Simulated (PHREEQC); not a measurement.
Consider water at 25 °C with 0.028 mol Cu(NO3)2, 0.0011 mol HBF4, 0.1 mol H3BO3 and 0.01 mol CO2 per kg of water. Closed to the air; pH follows from the charge balance.

Equilibrium calculation in PHREEQC: ion-association model, phreeqc.dat.

No solid was allowed to form.

Problem. Estimate the pH, specific conductance.

Solution. pH 2.86; specific conductance 6060 µS/cm.

Problem. In which forms is F present?

Solution. BF4- 34 %, BF2(OH)2- 26 %, BF3OH- 17 %, HF 13 %, F- 8.1 %, CuF+ 1.7 % of the F.

Real BF4- forms and hydrolyses slowly; the run takes it at equilibrium.
